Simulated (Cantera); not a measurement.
**Hydrocarbon pyrolysis for carbon deposition**

A perfectly stirred reactor is fed with C3H8 : H2 = 1 : 8 (molar parts), at 0.286 atm; it is held at 1473 K, and followed from long to short residence time.

Cantera simulation using GRI-Mech 3.0 (53 species, 325 reactions); the numbers are that mechanism's predictions, not measurements. GRI-Mech 3.0 was tuned for natural gas; its chemistry of propane as a main component is partial and can be far from experiment. GRI-Mech 3.0 stops at C3 and has no aromatics, soot or wall deposition, so with more carbon than oxygen in the feed, carbon stays in small species such as C2H2 where larger ones or solid carbon would form.

```
τ (s)      x C3H8   x H2    x C2H6   x CH4   x C2H2       x H
-------  --------  -----  --------  ------  -------  --------
2.6       1.48e-5  0.828   3.56e-5  0.0739   0.0896   3.44e-5
0.79      4.10e-5  0.826   5.32e-5  0.0756   0.0882   4.76e-5
0.24     0.000109  0.824   8.56e-5  0.0793   0.0851   6.81e-5
0.076    0.000272  0.820  0.000141  0.0841   0.0797   9.62e-5
0.023    0.000694  0.816  0.000240  0.0893   0.0704  0.000136
0.0072    0.00172  0.812  0.000402  0.0930   0.0563  0.000187
0.0022    0.00435  0.810  0.000684  0.0936   0.0376  0.000252
0.00069    0.0108  0.812   0.00119  0.0881   0.0196  0.000315
0.00021    0.0277  0.824   0.00205  0.0711  0.00659  0.000343
```
x: mole fraction; the columns are a selection and need not sum to one.
